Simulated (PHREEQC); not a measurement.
Dissolve 0.0044 mol CdCl2, 0.71 mol KCl and 0.0015 mol HCl per kg of water at 20 °C. Closed to the air; pH follows from the charge balance.

Model: ion-association model, wateq4f.dat, run in PHREEQC.

Each row changes one thing in this solution. No solid was allowed to form.

```csv
case,pH,CdCl2 (mol/kgw),CdCl+ (mol/kgw),CdCl3- (mol/kgw),Cd+2 (mol/kgw),CdOHCl (mol/kgw),SI of CdOHCl (CdOHCl)
as made,2.95,0.00190,0.00164,0.000770,9.24e-5,3.35e-10,-5.56
KCl from 0.71 to 0.355 mol/kgw,2.93,0.00153,0.00230,0.000318,0.000259,4.87e-10,-5.43
KCl from 0.71 to 0.639 mol/kgw,2.94,0.00186,0.00175,0.000681,0.000111,3.59e-10,-5.53
CdCl2 from 0.0044 to 0.00396 mol/kgw,2.95,0.00171,0.00148,0.000693,8.32e-5,3.01e-10,-5.60
temperature from 20 to 5 °C,2.94,0.00194,0.00175,0.000616,0.000101,2.52e-10,-5.80
```

The ionic strength passes 0.7 mol/kgw, the rough limit of the ion-association models, in as made; CdCl2 from 0.0044 to 0.00396 mol/kgw; temperature from 20 to 5 °C. At this temperature some constants are extrapolated from 25 °C, and those without enthalpy data are left unchanged.
